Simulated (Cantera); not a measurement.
# SiH2Cl2 + CH4 + H2 (silicon carbide growth)

Feed: 1 mol SiH2Cl2, 1.1 mol CH4, 64 mol H2, at 750 Torr.

Cantera equilibrium calculation (NASA polynomials, part measured and part estimated; ideal gas, pure solids and liquids). Candidate condensed phases: C, C6H6, C7H8, C8H18, Si, SiC; 109 gas species. The tables' values for SiCl, SiCl3 are old estimates; treat these amounts as uncertain. Gases not in the tables: Si2H6 and higher silanes. The numbers say what is thermodynamically allowed, not how fast it happens.

From 1002 °C to 1302 °C the condensed part is SiC(s). From 1402 °C to 1602 °C the condensed part is C(graphite) + SiC(s). From 1702 °C to 2102 °C the condensed part is SiC(s). The main Si-bearing gas is SiHCl3 at 1002 °C and Si at 2102 °C.

```json
[
 {"T (°C)": "1002", "x H2": "0.969", "x HCl": "0.0290", "x H": "7.26e-7", "x CH4": "0.00160", "x C2H2 (acetylene)": "1.26e-8", "n SiC(s)": "0.991", "n C(graphite)": "0"},
 {"T (°C)": "1102", "x H2": "0.969", "x HCl": "0.0292", "x H": "3.37e-6", "x CH4": "0.00153", "x C2H2 (acetylene)": "1.84e-7", "n SiC(s)": "0.996", "n C(graphite)": "0"},
 {"T (°C)": "1202", "x H2": "0.969", "x HCl": "0.0293", "x H": "1.28e-5", "x CH4": "0.00150", "x C2H2 (acetylene)": "1.96e-6", "n SiC(s)": "0.997", "n C(graphite)": "0"},
 {"T (°C)": "1302", "x H2": "0.969", "x HCl": "0.0293", "x H": "4.09e-5", "x CH4": "0.00147", "x C2H2 (acetylene)": "1.51e-5", "n SiC(s)": "0.997", "n C(graphite)": "0"},
 {"T (°C)": "1402", "x H2": "0.969", "x HCl": "0.0293", "x H": "0.000114", "x CH4": "0.00113", "x C2H2 (acetylene)": "5.63e-5", "n SiC(s)": "0.997", "n C(graphite)": "0.0177"},
 {"T (°C)": "1502", "x H2": "0.970", "x HCl": "0.0292", "x H": "0.000285", "x CH4": "0.000787", "x C2H2 (acetylene)": "0.000138", "n SiC(s)": "0.996", "n C(graphite)": "0.0310"},
 {"T (°C)": "1602", "x H2": "0.969", "x HCl": "0.0291", "x H": "0.000645", "x CH4": "0.000569", "x C2H2 (acetylene)": "0.000307", "n SiC(s)": "0.994", "n C(graphite)": "0.0241"},
 {"T (°C)": "1702", "x H2": "0.968", "x HCl": "0.0291", "x H": "0.00135", "x CH4": "0.000409", "x C2H2 (acetylene)": "0.000579", "n SiC(s)": "0.992", "n C(graphite)": "0"},
 {"T (°C)": "1802", "x H2": "0.967", "x HCl": "0.0289", "x H": "0.00262", "x CH4": "0.000251", "x C2H2 (acetylene)": "0.000703", "n SiC(s)": "0.985", "n C(graphite)": "0"},
 {"T (°C)": "1902", "x H2": "0.965", "x HCl": "0.0286", "x H": "0.00480", "x CH4": "0.000161", "x C2H2 (acetylene)": "0.000838", "n SiC(s)": "0.973", "n C(graphite)": "0"},
 {"T (°C)": "2002", "x H2": "0.961", "x HCl": "0.0282", "x H": "0.00832", "x CH4": "0.000112", "x C2H2 (acetylene)": "0.00105", "n SiC(s)": "0.944", "n C(graphite)": "0"},
 {"T (°C)": "2102", "x H2": "0.955", "x HCl": "0.0278", "x H": "0.0138", "x CH4": "8.51e-5", "x C2H2 (acetylene)": "0.00149", "n SiC(s)": "0.878", "n C(graphite)": "0"}
]
```
x: gas mole fraction; n: condensed amount in mol.
